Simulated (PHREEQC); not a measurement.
1 kg of water holding 0.062 mol Na2CO3 meets 20 L of dry gas (N2 0.41, O2 0.59 by moles) at fixed total pressure, at 50 °C; fugacities by Peng-Robinson. The gases take part in no redox reaction, some water evaporates into the gas, and hydrates or a liquid gas phase aren't modelled. No solid was allowed to form.

The numbers come from PHREEQC with the ion-association model, phreeqc.dat.

```
P (atm)  dissolved N2 (mol/kgw)  φ of N2  p of N2 (atm)  dissolved O2 (mol/kgw)  φ of O2  p of O2 (atm)
-------  ----------------------  -------  -------------  ----------------------  -------  -------------
2                      0.000387    1.000          0.770                 0.00101    0.999           1.11
5                      0.001000    0.999           2.00                 0.00260    0.997           2.88
20                      0.00400    0.996           8.15                  0.0103    0.987           11.7
30                      0.00593    0.995           12.2                  0.0152    0.981           17.6
40                      0.00782    0.994           16.3                  0.0199    0.976           23.5
75                       0.0141    0.991           30.7                  0.0352    0.958           44.1
100                      0.0183    0.992           40.9                  0.0451    0.947           58.9
150                      0.0261    0.997           61.4                  0.0626    0.929           88.3
300                      0.0461    1.039            123                   0.103    0.907            177
400                      0.0575    1.085            164                   0.122    0.911            236
```

Complexes and solids missing from the database can't appear. Away from 25 °C the constants follow the database's enthalpies or fits; those with neither stay at their 25 °C values.
